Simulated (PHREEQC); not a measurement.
Dissolve 0.0023 mol HF, 0.154 mol (CH3)4NF and 0.0011 mol (NH4)2SiF6 per kg of water at 25 °C. Closed to the air; pH follows from the charge balance.

Equilibrium calculation in PHREEQC: ion-association model, phreeqc.dat.

No solid was allowed to form.

Task: Order these F species by the share of F that they hold, largest first: HF2-, F-, HF, SiF6-2.

Result: F- (94 %), SiF6-2 (4.1 %), HF2- (1.0 %), HF (0.89 %)

The pH is 5.05 and the ionic strength 0.157 mol/kgw. Species that the database lacks are ignored. (CH3)4N+ isn't in the database: it is added as a free cation with an ion size of 4 Å. SiF6-2 is the database's only silicon fluoride.
